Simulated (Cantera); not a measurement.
An isothermal, constant-pressure homogeneous reactor starts with C2H6 : H2 = 1 : 6.7 (molar parts), at 1850 K and 13300 Pa.

Model: GRI-Mech 3.0 (53 species, 325 reactions), integrated in Cantera. GRI-Mech 3.0 stops at C3 and has no aromatics, soot or wall deposition, so with more carbon than oxygen in the feed, carbon stays in small species such as C2H2 where larger ones or solid carbon would form.

One state of this run: x C2H6 = 2.42e-8; x H2 = 0.895; x CH2 = 8.40e-8; x H = 0.00141; x C2H2 = 0.102; x CH4 = 0.00145; x C2H4 = 0.000202. x: mole fraction; the columns are a selection and need not sum to one.

Which value of t (s) does it belong to?
A. 100
B. 0.000465
C. 0.0100
D. 0.00360

A, 100
